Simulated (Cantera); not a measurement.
A closed system holds: 1 mol CF4, 0.036 mol HCl, 1.5 mol H2, held at 0.000910 bar.

Cantera equilibrium calculation (NASA polynomials, part measured and part estimated; ideal gas, pure solids and liquids). Candidate condensed phases: C, C6H6, C7H8, C8H18; 118 gas species. Gases not in the tables: C2F6 and larger saturated fluorocarbons. The numbers say what is thermodynamically allowed, not how fast it happens.

x: gas mole fraction; n: condensed amount in mol.

| T (°C) | x HF | x F | x CF4 | x CF2 | x Cl | x CF | n C(graphite) |
|---|---|---|---|---|---|---|---|
| 1502 | 0.904 | 0.00966 | 0.0635 | 0.0113 | 0.0105 | 1.27e-5 | 0.748 |
| 1602 | 0.884 | 0.0285 | 0.0490 | 0.0271 | 0.0104 | 6.82e-5 | 0.736 |
| 1702 | 0.847 | 0.0678 | 0.0256 | 0.0480 | 0.00998 | 0.000278 | 0.732 |
| 1802 | 0.808 | [?] | [?] | [?] | 0.00953 | [?] | 0.769 |
| 1902 | 0.783 | [?] | [?] | [?] | 0.00924 | [?] | 0.840 |
| 2002 | 0.769 | 0.196 | 6.80e-5 | 0.0224 | 0.00906 | 0.00298 | 0.899 |
| 2102 | 0.759 | 0.214 | 5.71e-6 | 0.0119 | 0.00895 | 0.00466 | 0.933 |

**Question.** Fill in the missing entries.

**Answer.** 
- 1802, x F: 0.121
- 1802, x CF4: 0.00636
- 1802, x CF2: 0.0536
- 1802, x CF: 0.000804
- 1902, x F: 0.166
- 1902, x CF4: 0.000764
- 1902, x CF2: 0.0386
- 1902, x CF: 0.00170
